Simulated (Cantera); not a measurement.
## Chlorosilane synthesis and conversion: Si + HCl + H2

Feed: 1 mol Si, a varied amount of HCl, 3.8 mol H2, held at 1248 K and 1 atm.

Cantera equilibrium calculation (NASA polynomials, part measured and part estimated; ideal gas, pure solids and liquids). Candidate condensed phases: Si; 19 gas species. The tables' values for SiCl3 are old estimates; treat these amounts as uncertain. Rates play no part.

From 0.68 mol HCl to 3.7 mol HCl the condensed part is Si(s). At 4.5 mol HCl nothing is condensed. The main Si-bearing gas is SiCl4 throughout. The share of Si in condensed phases is highest at 0.68 mol HCl (84.3 %) and lowest at 4.5 mol HCl (0.0 %).

| n(HCl) (mol) | x H2 | x HCl | x SiCl4 | x SiHCl3 | x SiCl3 | n Si(s) |
|---|---|---|---|---|---|---|
| 0.68 | 0.925 | 0.0386 | 0.0150 | 0.0127 | 0.00290 | 0.843 |
| 0.82 | 0.916 | 0.0407 | 0.0189 | 0.0150 | 0.00345 | 0.806 |
| 0.99 | 0.905 | 0.0428 | 0.0236 | 0.0176 | 0.00407 | 0.761 |
| 1.2 | 0.893 | 0.0448 | 0.0293 | 0.0205 | 0.00478 | 0.705 |
| 1.4 | 0.882 | 0.0464 | 0.0344 | 0.0231 | 0.00541 | 0.652 |
| 1.7 | 0.868 | 0.0483 | 0.0418 | 0.0265 | 0.00626 | 0.572 |
| 2.1 | 0.851 | 0.0503 | 0.0510 | 0.0304 | 0.00726 | 0.465 |
| 2.5 | 0.836 | 0.0518 | 0.0594 | 0.0338 | 0.00814 | 0.358 |
| 3.1 | 0.817 | 0.0534 | 0.0707 | 0.0381 | 0.00927 | 0.198 |
| 3.7 | 0.800 | 0.0547 | 0.0807 | 0.0416 | 0.0102 | 0.0386 |
| 4.5 | 0.757 | 0.107 | 0.101 | 0.0251 | 0.00636 | 0 |
x: gas mole fraction; n: condensed amount in mol.
